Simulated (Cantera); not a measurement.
A freely propagating, adiabatic, planar premixed flame of H₂ : O₂ : N₂ = 1 : 0.294 : 0.941 (molar parts), unburnt at 475 K and 100.0 Torr; mixture-averaged transport, grid criteria slope 0.08 and curve 0.16, no radiation.

Model: the H2/O2 subset of GRI-Mech 3.0, which has no nitrogen chemistry, integrated in Cantera. Burning velocities carry a grid error of a few per cent, more on coarse grids.

Task: How do the results move with these cheaper or finer settings: unity-Lewis-number transport; multicomponent transport; multicomponent+Soret transport; grid criteria slope 0.5, curve 1; grid criteria slope 0.25, curve 0.5; grid criteria slope 0.03, curve 0.06?

Result: 
```json
[
 {"setting": "as above", "laminar burning velocity": "525 cm/s", "thermal thickness": "5.47 mm", "peak x(OH)": "0.00949", "peak x(H₂O₂)": "3.98e-6", "grid points": "146"},
 {"setting": "unity-Lewis-number transport", "laminar burning velocity": "320 cm/s", "thermal thickness": "4.51 mm", "peak x(OH)": "0.00920", "peak x(H₂O₂)": "1.99e-6", "grid points": "132"},
 {"setting": "multicomponent transport", "laminar burning velocity": "510 cm/s", "thermal thickness": "5.48 mm", "peak x(OH)": "0.00945", "peak x(H₂O₂)": "3.97e-6", "grid points": "146"},
 {"setting": "multicomponent+Soret transport", "laminar burning velocity": "492 cm/s", "thermal thickness": "5.39 mm", "peak x(OH)": "0.00942", "peak x(H₂O₂)": "4.08e-6", "grid points": "146"},
 {"setting": "grid criteria slope 0.5, curve 1", "laminar burning velocity": "646 cm/s", "thermal thickness": "7.62 mm", "peak x(OH)": "0.0104", "peak x(H₂O₂)": "2.81e-6", "grid points": "47"},
 {"setting": "grid criteria slope 0.25, curve 0.5", "laminar burning velocity": "554 cm/s", "thermal thickness": "6.17 mm", "peak x(OH)": "0.0101", "peak x(H₂O₂)": "3.23e-6", "grid points": "73"},
 {"setting": "grid criteria slope 0.03, curve 0.06", "laminar burning velocity": "517 cm/s", "thermal thickness": "5.31 mm", "peak x(OH)": "0.00928", "peak x(H₂O₂)": "4.07e-6", "grid points": "314"}
]
```
Unity Lewis numbers drop preferential diffusion, which matters most where H2 and H carry the flame; Soret adds thermal diffusion.
